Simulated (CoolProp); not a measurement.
A Linde-Hampson liquefier for CF4 (R14): isothermal reversible compression at 280 K from 1 atm to 40 MPa, throttling to 1 atm, return gas leaving the recuperator 0 K below the feed. Each further row changes one setting.

Values from CoolProp's reference Helmholtz-energy equation of state, Platzer 1990. This equation is an older, rougher fit; its heat capacities, sound speeds and derivatives of the liquid may be far off and weren't checked against measurements.

```
case                        liquid yield per pass  compression work (kJ/kg of gas)
--------------------------  ---------------------  -------------------------------
as stated                                       …                              140
warm-end temperature 310 K                  0.273                                …
warm-end gap 5 K                                …                              140
```

Problem. Fill in the missing entries.

Solution. 
- as stated, liquid yield per pass: 0.342
- warm-end temperature 310 K, compression work (kJ/kg of gas): 162
- warm-end gap 5 K, liquid yield per pass: 0.332
